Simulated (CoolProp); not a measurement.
Computed with CoolProp (reference Helmholtz-energy equation of state, Lemmon 2006). It is a short technical equation, of lower accuracy than the large ones.

Q: For C2F6 (R116), give the phase and the cv (kJ/(kg K)), isothermal compressibility (1/MPa), expansivity (1/kK) at 37.45 °C and 2.08 MPa.

A: 
- 37.45 °C and 2.08 MPa: gas; cv 0.764, isothermal compressibility 0.642, expansivity 7.38
